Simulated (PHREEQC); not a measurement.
Dissolve 12 mmol/kgw Cu(NO3)2 and 4.4 mmol/kgw HBF4 at 20 °C. Closed to the air; pH follows from the charge balance.

The numbers come from PHREEQC with the ion-association model, phreeqc.dat.

No solid was allowed to form.

Task: Order these B species by the share of B that they hold, largest first: H3BO3, BF3OH-, BF2(OH)2-, BF4-.

Result: BF4- (69 %), H3BO3 (23 %), BF3OH- (6.4 %), BF2(OH)2- (2.0 %)

The pH is 2.43 and the ionic strength 0.0402 mol/kgw. Real BF4- forms and hydrolyses slowly; the run takes it at equilibrium.
